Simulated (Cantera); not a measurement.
A Cantera script and its output.

```python
import numpy as np
import cantera as ct

gas = ct.Solution("gri30.yaml")
gas.TPX = 1800, 500000, {'CH4': 1, 'C2H6': 0.093, 'C3H8': 0.093, 'O2': 7.97, 'N2': 34.3, 'H2': 4}
reactor = ct.IdealGasConstPressureReactor(gas, energy="on", clone=False)
net = ct.ReactorNet([reactor])
net.rtol, net.atol = 1e-08, 1e-16
show = ['CH4', 'C2H6', 'C3H8', 'HCN', 'CH2O', 'C2H2']
times = np.geomspace(1e-05, 7, 12)

steps = ct.SolutionArray(gas, extra=["t"])
rows = []
print(f"{'t/s':>10s}{'T/K':>9s}{'P/Pa':>11s}" + "".join(f"{s:>11s}" for s in show))
for t in times:
    while net.time < t:
        t_next = net.step()
        steps.append(gas.state, t=t_next)
    rows.append([np.interp(t, steps.t, y) for y in (steps.T, steps.P, *steps(*show).X.T)])
    print(f"{t:10.3e}{rows[-1][0]:9.1f}{rows[-1][1]:11.4g}" + "".join(f"{x:11.3e}" for x in rows[-1][2:]))
rate = np.gradient(steps.T, steps.t)
print("integrator steps:", len(steps.t))
if steps.T.max() > steps.T[0] + 200:
    print(f"time of steepest temperature rise: {steps.t[rate.argmax()]:.4e} s")
gas.TPX = 1800, 500000, {'CH4': 1, 'C2H6': 0.093, 'C3H8': 0.093, 'O2': 7.97, 'N2': 34.3, 'H2': 4}
gas.equilibrate("HP")
print(f"equilibrium (HP): T = {gas.T:.1f} K  " + "  ".join(f"{s} {gas[s].X[0]:.3e}" for s in show))
```

Result:

```
       t/s      T/K       P/Pa        CH4       C2H6       C3H8        HCN       CH2O       C2H2
 1.000e-05   2626.8      5e+05  1.977e-16  1.115e-30  5.250e-45  2.740e-11  1.259e-10  4.831e-20
 3.399e-05   2769.9      5e+05  1.014e-16  1.159e-31  3.437e-46  4.094e-11  5.623e-11  2.527e-20
 1.155e-04   2771.7      5e+05  9.861e-17  1.051e-31  3.063e-46  5.133e-11  5.387e-11  2.361e-20
 3.928e-04   2764.4      5e+05  9.743e-17  1.030e-31  2.974e-46  7.660e-11  5.294e-11  2.238e-20
 1.335e-03   2754.0      5e+05  9.572e-17  9.991e-32  2.848e-46  1.074e-10  5.169e-11  2.066e-20
 4.538e-03   2751.4      5e+05  9.529e-17  9.913e-32  2.817e-46  1.144e-10  5.139e-11  2.024e-20
 1.543e-02   2751.3      5e+05  9.529e-17  9.913e-32  2.817e-46  1.144e-10  5.139e-11  2.024e-20
 5.243e-02   2751.3      5e+05  9.529e-17  9.913e-32  2.817e-46  1.144e-10  5.139e-11  2.024e-20
 1.782e-01   2751.3      5e+05  9.529e-17  9.913e-32  2.817e-46  1.144e-10  5.139e-11  2.024e-20
 6.058e-01   2751.3      5e+05  9.529e-17  9.913e-32  2.817e-46  1.144e-10  5.139e-11  2.024e-20
 2.059e+00   2751.3      5e+05  9.529e-17  9.913e-32  2.817e-46  1.144e-10  5.139e-11  2.024e-20
 7.000e+00   2751.3      5e+05  9.529e-17  9.913e-32  2.817e-46  1.144e-10  5.139e-11  2.024e-20
integrator steps: 1442
time of steepest temperature rise: 2.2906e-06 s
equilibrium (HP): T = 2751.3 K  CH4 1.317e-16  C2H6 1.758e-31  C3H8 5.271e-46  HCN 1.144e-10  CH2O 5.139e-11  C2H2 2.218e-20
```

Model: GRI-Mech 3.0 (53 species, 325 reactions), integrated in Cantera.
